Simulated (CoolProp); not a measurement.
Carbonyl sulfide at 352.39 K and 3.17 MPa is compressed adiabatically to 20.7 MPa with isentropic efficiency 0.75. Each further row changes one setting.

Computed with CoolProp (reference Helmholtz-energy equation of state, Lemmon 2006). It is a short technical equation, of lower accuracy than the large ones.

```csv
case,work (kJ/kg),final temperature (K),final density (kg/m³)
as stated,?,?,352
efficiency 1,?,531.4,?
efficiency 0.65,122,?,334
```

Q: Fill in the missing entries.

A: 
- as stated, work (kJ/kg): 106
- as stated, final temperature (K): 551.6
- efficiency 1, work (kJ/kg): 79.1
- efficiency 1, final density (kg/m³): 385
- efficiency 0.65, final temperature (K): 564.5
